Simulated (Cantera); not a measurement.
Input: 1 mol V, 2.6 mol O2, 0.57 mol N2, equilibrated at 1000 Pa.

Cantera equilibrium calculation (NASA polynomials, part measured and part estimated; ideal gas, pure solids and liquids). Candidate condensed phases: V, VN, VO, V2O3, V2O4, V2O5; 13 gas species. The numbers say what is thermodynamically allowed, not how fast it happens.

**Question.** At 2450 K, list the 4 most abundant gas species with their mole fractions, and the condensed phases.

**Answer.** O2 0.441, VO2 0.303, N2 0.166, O 0.0749. Condensed: gas only.
